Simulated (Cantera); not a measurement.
Transport properties of process gases

Gas mixture: 23.5 % CH₃OH, 18.2 % CH₄, 58.2 % NH₃, at 0.830 bar, frozen composition.

Cantera's kinetic-theory transport with the Lennard-Jones parameters of GRI-Mech 3.0, ideal gas; thermal conductivity in the mixture-averaged form. Polar gases are described roughly by these parameters. The composition is frozen, though it would react at the higher temperatures.

```json
[
 {"T (K)": "400", "ρ (kg/m³)": "0.509", "cp (J/kg/K)": "2060", "μ (µPa s)": "13.8", "λ (mW/m/K)": "40.8", "Pr": "0.700", "D (cm²/s) N₂": "0.421", "D (cm²/s) CO₂": "0.310", "D (cm²/s) NO": "0.415"},
 {"T (K)": "500", "ρ (kg/m³)": "0.407", "cp (J/kg/K)": "2303", "μ (µPa s)": "17.2", "λ (mW/m/K)": "56.3", "Pr": "0.704", "D (cm²/s) N₂": "0.633", "D (cm²/s) CO₂": "0.476", "D (cm²/s) NO": "0.624"},
 {"T (K)": "600", "ρ (kg/m³)": "0.339", "cp (J/kg/K)": "2544", "μ (µPa s)": "20.4", "λ (mW/m/K)": "73.3", "Pr": "0.710", "D (cm²/s) N₂": "0.876", "D (cm²/s) CO₂": "0.670", "D (cm²/s) NO": "0.864"},
 {"T (K)": "700", "ρ (kg/m³)": "0.291", "cp (J/kg/K)": "2765", "μ (µPa s)": "23.6", "λ (mW/m/K)": "91.3", "Pr": "0.714", "D (cm²/s) N₂": "1.15", "D (cm²/s) CO₂": "0.890", "D (cm²/s) NO": "1.13"},
 {"T (K)": "800", "ρ (kg/m³)": "0.254", "cp (J/kg/K)": "2958", "μ (µPa s)": "26.5", "λ (mW/m/K)": "110", "Pr": "0.715", "D (cm²/s) N₂": "1.45", "D (cm²/s) CO₂": "1.13", "D (cm²/s) NO": "1.43"},
 {"T (K)": "900", "ρ (kg/m³)": "0.226", "cp (J/kg/K)": "3132", "μ (µPa s)": "29.4", "λ (mW/m/K)": "129", "Pr": "0.716", "D (cm²/s) N₂": "1.78", "D (cm²/s) CO₂": "1.40", "D (cm²/s) NO": "1.75"},
 {"T (K)": "1000", "ρ (kg/m³)": "0.203", "cp (J/kg/K)": "3309", "μ (µPa s)": "32.1", "λ (mW/m/K)": "147", "Pr": "0.721", "D (cm²/s) N₂": "2.13", "D (cm²/s) CO₂": "1.69", "D (cm²/s) NO": "2.10"},
 {"T (K)": "1100", "ρ (kg/m³)": "0.185", "cp (J/kg/K)": "3457", "μ (µPa s)": "34.7", "λ (mW/m/K)": "166", "Pr": "0.722", "D (cm²/s) N₂": "2.51", "D (cm²/s) CO₂": "2.00", "D (cm²/s) NO": "2.47"},
 {"T (K)": "1200", "ρ (kg/m³)": "0.170", "cp (J/kg/K)": "3591", "μ (µPa s)": "37.3", "λ (mW/m/K)": "185", "Pr": "0.723", "D (cm²/s) N₂": "2.91", "D (cm²/s) CO₂": "2.33", "D (cm²/s) NO": "2.86"}
]
```
D: mixture-averaged diffusion coefficient of that species in the mixture.
